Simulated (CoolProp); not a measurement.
Vapour-liquid equilibrium of n-octane (1) + n-dodecane (2) at 0.00149 MPa; x and y are mole fractions of (1).

The numbers come from the multi-fluid Helmholtz-energy mixture model, Beckmüller 2019 and Lemmon 2004; pair parameters Bell 2016 in CoolProp.

Question: Give the bubble temperature and the first vapour's composition at x = 0.05, 0.575, 0.875. Is there an azeotrope?

Answer: x = 0.05: 76.4 °C, y = 0.615; x = 0.575: 31.1 °C, y = 0.992; x = 0.875: 23.3 °C, y = 0.999. No azeotrope shows between x = 0.05 and 0.95.

The pair parameters rest on a limited set of measurements; away from them the model extrapolates.
